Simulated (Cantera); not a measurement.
Feed: 1 mol CCl4, 1.4 mol CH4, 0.095 mol H2, equilibrated at 1.60 mbar.

Equilibrium computed with Cantera from the NASA thermochemical tables; the gas is ideal and each condensed phase is pure. Candidate condensed phases: C, C6H6, C7H8, C8H18; 91 gas species. Rates play no part.

Problem. Which condensed phases are stable at each of these points (T (K)): 1723, 1923, 2123, 2323, 2523, 2723, 2923, 3123?

Solution. 
| T (K) | condensed phases | C condensed (%) |
|---|---|---|
| 1723 | C(graphite) | 100.0 |
| 1923 | C(graphite) | 100.0 |
| 2123 | C(graphite) | 99.9 |
| 2323 | C(graphite) | 99.5 |
| 2523 | C(graphite) | 98.3 |
| 2723 | C(graphite) | 88.7 |
| 2923 | gas only | 0.0 |
| 3123 | gas only | 0.0 |

From 1723 K to 2723 K the condensed part is C(graphite). From 2923 K to 3123 K nothing is condensed.
